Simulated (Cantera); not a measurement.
Charge: 1 mol SiH2Cl2, a varied amount of H2, held at 2125 K and 0.0140 bar.

Method: chemical equilibrium by Gibbs-energy minimisation in Cantera with the NASA 1993 tables (ideal gas, pure condensed phases). Candidate condensed phases: Si; 19 gas species. The tables' values for SiCl are old estimates; treat these amounts as uncertain. Gases not in the tables: Si2H6 and higher silanes. Kinetics and transport are ignored.

x: gas mole fraction; nothing condenses.

```tsv
n(H2) (mol)	x H2	x H	x HCl	x Si	x SiH
140	0.950	0.0299	0.0130	0.00601	(withheld)
340	0.961	0.0301	0.00556	0.00261	(withheld)
550	0.965	0.0301	0.00346	0.00164	(withheld)
750	0.966	0.0302	0.00255	0.00121	(withheld)
960	0.967	0.0302	0.00199	0.000944	(withheld)
1200	0.967	0.0302	0.00160	0.000757	(withheld)
1400	0.968	0.0302	0.00137	0.000650	(withheld)
1600	0.968	0.0302	0.00120	0.000569	(withheld)
```

### Question
What belongs in the gaps?

### Answer

- 140, x SiH: 0.000357
- 340, x SiH: 0.000156
- 550, x SiH: 9.78e-5
- 750, x SiH: 7.22e-5
- 960, x SiH: 5.66e-5
- 1200, x SiH: 4.53e-5
- 1400, x SiH: 3.89e-5
- 1600, x SiH: 3.41e-5
